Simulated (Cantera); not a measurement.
## SiO2 + Al2O3 + H2O (silicates and aluminates)

Feed: 1 mol SiO2, 0.19 mol Al2O3, 4 mol H2O, held at 7.50 Torr.

Method: chemical equilibrium by Gibbs-energy minimisation in Cantera with the NASA 1993 tables (ideal gas, pure condensed phases). Candidate condensed phases: Al, Al2O3, Al2SiO5, Al6Si2O13, H2O, Si, SiO2; 28 gas species. Mutual solubility and eutectic melting of coexisting phases are not modelled. The tables hold silica as quartz up to 1696 K and as liquid above; real silica turns to tridymite and cristobalite and melts near 1996 K. Condensed phases not in the tables: alloys, solid solutions and most ternary compounds. The numbers say what is thermodynamically allowed, not how fast it happens.

```json
[
 {"T (K)": "1298", "x H2O": "1.000", "x H2": "0.000114", "x O2": "5.38e-5", "x OH": "1.30e-5", "x H": "1.14e-7", "n Al6Si2O13(mullite)": "0.0633", "n SiO2(β-quartz)": "0.873", "n SiO2(condensed)": "0"},
 {"T (K)": "1348", "x H2O": "1.000", "x H2": "0.000203", "x O2": "9.49e-5", "x OH": "2.62e-5", "x H": "3.29e-7", "n Al6Si2O13(mullite)": "0.0633", "n SiO2(β-quartz)": "0.873", "n SiO2(condensed)": "0"},
 {"T (K)": "1398", "x H2O": "0.999", "x H2": "0.000346", "x O2": "0.000160", "x OH": "5.02e-5", "x H": "8.80e-7", "n Al6Si2O13(mullite)": "0.0633", "n SiO2(β-quartz)": "0.873", "n SiO2(condensed)": "0"},
 {"T (K)": "1448", "x H2O": "0.999", "x H2": "0.000569", "x O2": "0.000262", "x OH": "9.19e-5", "x H": "2.20e-6", "n Al6Si2O13(mullite)": "0.0633", "n SiO2(β-quartz)": "0.873", "n SiO2(condensed)": "0"},
 {"T (K)": "1498", "x H2O": "0.999", "x H2": "0.000905", "x O2": "0.000413", "x OH": "0.000162", "x H": "5.17e-6", "n Al6Si2O13(mullite)": "0.0633", "n SiO2(β-quartz)": "0.873", "n SiO2(condensed)": "0"},
 {"T (K)": "1548", "x H2O": "0.998", "x H2": "0.00140", "x O2": "0.000632", "x OH": "0.000274", "x H": "1.15e-5", "n Al6Si2O13(mullite)": "0.0633", "n SiO2(β-quartz)": "0.873", "n SiO2(condensed)": "0"},
 {"T (K)": "1598", "x H2O": "0.996", "x H2": "0.00210", "x O2": "0.000943", "x OH": "0.000450", "x H": "2.44e-5", "n Al6Si2O13(mullite)": "0.0633", "n SiO2(β-quartz)": "0.873", "n SiO2(condensed)": "0"},
 {"T (K)": "1648", "x H2O": "0.995", "x H2": "0.00308", "x O2": "0.00137", "x OH": "0.000717", "x H": "4.95e-5", "n Al6Si2O13(mullite)": "0.0633", "n SiO2(β-quartz)": "0.873", "n SiO2(condensed)": "0"},
 {"T (K)": "1698", "x H2O": "0.992", "x H2": "0.00442", "x O2": "0.00195", "x OH": "0.00111", "x H": "9.62e-5", "n Al6Si2O13(mullite)": "0.0633", "n SiO2(β-quartz)": "0", "n SiO2(condensed)": "0.873"},
 {"T (K)": "1748", "x H2O": "0.989", "x H2": "0.00621", "x O2": "0.00271", "x OH": "0.00167", "x H": "0.000180", "n Al6Si2O13(mullite)": "0.0633", "n SiO2(β-quartz)": "0", "n SiO2(condensed)": "0.873"}
]
```
x: gas mole fraction; n: condensed amount in mol.

From 1298 K to 1648 K the condensed part is Al6Si2O13(mullite) + SiO2(β-quartz). From 1698 K to 1748 K the condensed part is Al6Si2O13(mullite) + SiO2(condensed).
